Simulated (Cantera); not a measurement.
A Cantera script and its output.

```python
import numpy as np
import cantera as ct

gas = ct.Solution("h2o2.yaml")
gas.TPX = 1650, 450000, {'H2': 1, 'O2': 1.11, 'N2': 4.18}
reactor = ct.IdealGasReactor(gas, energy="on", clone=False)
net = ct.ReactorNet([reactor])
net.rtol, net.atol = 1e-08, 1e-16
show = ['H2', 'O2', 'O', 'H2O2', 'H2O', 'OH', 'HO2']
times = np.geomspace(8e-06, 3, 14)

steps = ct.SolutionArray(gas, extra=["t"])
rows = []
print(f"{'t/s':>10s}{'T/K':>9s}{'P/Pa':>11s}" + "".join(f"{s:>11s}" for s in show))
for t in times:
    while net.time < t:
        t_next = net.step()
        steps.append(gas.state, t=t_next)
    rows.append([np.interp(t, steps.t, y) for y in (steps.T, steps.P, *steps(*show).X.T)])
    print(f"{t:10.3e}{rows[-1][0]:9.1f}{rows[-1][1]:11.4g}" + "".join(f"{x:11.3e}" for x in rows[-1][2:]))
rate = np.gradient(steps.T, steps.t)
print("integrator steps:", len(steps.t))
if steps.T.max() > steps.T[0] + 200:
    print(f"time of steepest temperature rise: {steps.t[rate.argmax()]:.4e} s")
gas.TPX = 1650, 450000, {'H2': 1, 'O2': 1.11, 'N2': 4.18}
gas.equilibrate("UV")
print(f"equilibrium (UV): T = {gas.T:.1f} K  " + "  ".join(f"{s} {gas[s].X[0]:.3e}" for s in show))
```

It prints:

```
       t/s      T/K       P/Pa         H2         O2          O       H2O2        H2O         OH        HO2
 8.000e-06   2736.5  6.979e+05  5.608e-03  9.700e-02  8.855e-03  1.216e-06  1.510e-01  2.356e-02  2.956e-05
 2.147e-05   2796.5  7.105e+05  4.022e-03  9.817e-02  6.338e-03  1.617e-06  1.552e-01  2.093e-02  3.275e-05
 5.763e-05   2796.6  7.105e+05  4.020e-03  9.818e-02  6.334e-03  1.617e-06  1.552e-01  2.092e-02  3.276e-05
 1.547e-04   2796.6  7.105e+05  4.020e-03  9.818e-02  6.334e-03  1.617e-06  1.552e-01  2.092e-02  3.276e-05
 4.151e-04   2796.6  7.105e+05  4.020e-03  9.818e-02  6.334e-03  1.617e-06  1.552e-01  2.092e-02  3.276e-05
 1.114e-03   2796.6  7.105e+05  4.020e-03  9.818e-02  6.334e-03  1.617e-06  1.552e-01  2.092e-02  3.276e-05
 2.990e-03   2796.6  7.105e+05  4.020e-03  9.818e-02  6.334e-03  1.617e-06  1.552e-01  2.092e-02  3.276e-05
 8.026e-03   2796.6  7.105e+05  4.020e-03  9.818e-02  6.334e-03  1.617e-06  1.552e-01  2.092e-02  3.276e-05
 2.154e-02   2796.6  7.105e+05  4.020e-03  9.818e-02  6.334e-03  1.617e-06  1.552e-01  2.092e-02  3.276e-05
 5.781e-02   2796.6  7.105e+05  4.020e-03  9.818e-02  6.334e-03  1.617e-06  1.552e-01  2.092e-02  3.276e-05
 1.552e-01   2796.6  7.105e+05  4.020e-03  9.818e-02  6.334e-03  1.617e-06  1.552e-01  2.092e-02  3.276e-05
 4.165e-01   2796.6  7.105e+05  4.020e-03  9.818e-02  6.334e-03  1.617e-06  1.552e-01  2.092e-02  3.276e-05
 1.118e+00   2796.6  7.105e+05  4.020e-03  9.818e-02  6.334e-03  1.617e-06  1.552e-01  2.092e-02  3.276e-05
 3.000e+00   2796.6  7.105e+05  4.020e-03  9.818e-02  6.334e-03  1.617e-06  1.552e-01  2.092e-02  3.276e-05
integrator steps: 1025
time of steepest temperature rise: 2.1289e-06 s
equilibrium (UV): T = 2796.6 K  H2 4.020e-03  O2 9.818e-02  O 6.334e-03  H2O2 1.617e-06  H2O 1.552e-01  OH 2.092e-02  HO2 3.276e-05
```

Cantera simulation using the H2/O2 subset of GRI-Mech 3.0, which has no nitrogen chemistry; the numbers are that mechanism's predictions, not measurements. The hydrogen kinetics of GRI-Mech 3.0 are dated; newer H2 mechanisms differ, most at raised pressure.
